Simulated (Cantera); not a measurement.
A Cantera script and its output.

```python
import numpy as np
import cantera as ct

gas = ct.Solution("h2o2.yaml")


def delay(T, t_max=10):
    gas.TPX = T, 310000, {'H2': 1, 'O2': 0.263, 'N2': 0.989}
    reactor = ct.IdealGasReactor(gas, clone=False)
    net = ct.ReactorNet([reactor])
    net.rtol, net.atol = 1e-8, 1e-16
    while net.time < t_max:
        t_old, T_old = net.time, reactor.T
        net.step()
        if reactor.T > T + 400:  # ignition: a rise of 400 K
            return t_old + (T + 400 - T_old) / (reactor.T - T_old) * (net.time - t_old)
    return np.nan


taus = []
for T in [1200, 1275, 1350, 1425, 1500, 1575, 1650]:
    taus.append(delay(T))
    print(f"T0 = {T:6g} K   tau = {taus[-1]:.4e} s")
```

It prints:

```
T0 =   1200 K   tau = 1.9980e-05 s
T0 =   1275 K   tau = 1.1844e-05 s
T0 =   1350 K   tau = 8.0785e-06 s
T0 =   1425 K   tau = 5.9502e-06 s
T0 =   1500 K   tau = 4.6178e-06 s
T0 =   1575 K   tau = 3.7340e-06 s
T0 =   1650 K   tau = 3.1304e-06 s
```

Computed with Cantera and the H2/O2 subset of GRI-Mech 3.0, which has no nitrogen chemistry. The hydrogen kinetics of GRI-Mech 3.0 are dated; newer H2 mechanisms differ, most at raised pressure. Where the delays flatten at high temperature, the 400 K rule measures the pace of heat release, not the induction time.
